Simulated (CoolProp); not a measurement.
Saturation properties of R134a.

The numbers come from the reference Helmholtz-energy equation of state, Tillner-Roth 1994 in CoolProp.

```tsv
T (K)	p (MPa)	vapour density (kg/m³)	vapour viscosity (µPa s)	liquid conductivity (mW/(m K))
246.6	0.09914	5.151	9.76	104
256.9	0.1557	7.889	10.1	99.3
267.2	0.2347	11.67	10.5	94.7
277.6	0.3430	16.82	[?]	90.0
287.9	[?]	[?]	[?]	85.6
298.2	0.6664	32.40	[?]	81.1
308.5	0.8956	43.86	[?]	76.7
318.8	1.180	58.71	12.7	72.3
329.1	1.526	78.13	13.3	67.9
339.4	[?]	104.0	14.1	63.3
```

### Question
What belongs in the gaps?

### Answer

- 277.6, vapour viscosity (µPa s): 10.9
- 287.9, p (MPa): 0.4845
- 287.9, vapour density (kg/m³): 23.57
- 287.9, vapour viscosity (µPa s): 11.3
- 298.2, vapour viscosity (µPa s): 11.7
- 308.5, vapour viscosity (µPa s): 12.1
- 339.4, p (MPa): 1.945

It boils at 247.1 K under 1 atm.

Viscosity comes from a separate model (Huber 2003), an estimate that may be off by 10 % or more. Thermal conductivity comes from a separate model (McLinden 2000), an estimate that may be off by 10 % or more.
